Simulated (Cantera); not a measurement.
A closed system holds: 1 mol B2O3, 0.97 mol Cl2, 1.1 mol O2, at 0.00133 bar.

Method: chemical equilibrium by Gibbs-energy minimisation in Cantera with the NASA 1993 tables (ideal gas, pure condensed phases). Candidate condensed phases: B, B2O3; 18 gas species. The tables' values for BOCl are old estimates; treat these amounts as uncertain. The numbers say what is thermodynamically allowed, not how fast it happens.

x: gas mole fraction; n: condensed amount in mol.

| T (°C) | x O2 | x Cl2 | x Cl | x B2O3 | n B2O3(l) |
|---|---|---|---|---|---|
| 675 | 0.531 | 0.466 | 0.00320 | ___ | 1.00 |
| 725 | 0.530 | 0.463 | 0.00703 | ___ | 1.00 |
| 775 | 0.528 | 0.458 | 0.0143 | ___ | 1.000 |
| 825 | 0.524 | 0.449 | 0.0271 | ___ | 1.000 |
| 875 | 0.519 | 0.433 | 0.0483 | ___ | 1.000 |
| 925 | 0.510 | 0.409 | 0.0811 | ___ | 1.000 |
| 975 | 0.497 | 0.374 | 0.128 | ___ | 1.000 |
| 1025 | 0.480 | 0.328 | 0.191 | ___ | 0.999 |
| 1075 | 0.460 | 0.271 | 0.267 | ___ | 0.998 |
| 1125 | 0.437 | 0.209 | 0.350 | ___ | 0.994 |
| 1175 | 0.414 | 0.148 | 0.429 | ___ | 0.981 |

### Question
Some entries are withheld; supply them.

### Answer

- 675, x B2O3: 1.81e-10
- 725, x B2O3: 2.28e-9
- 775, x B2O3: 2.24e-8
- 825, x B2O3: 1.77e-7
- 875, x B2O3: 1.16e-6
- 925, x B2O3: 6.46e-6
- 975, x B2O3: 3.11e-5
- 1025, x B2O3: 0.000132
- 1075, x B2O3: 0.000501
- 1125, x B2O3: 0.00172
- 1175, x B2O3: 0.00539
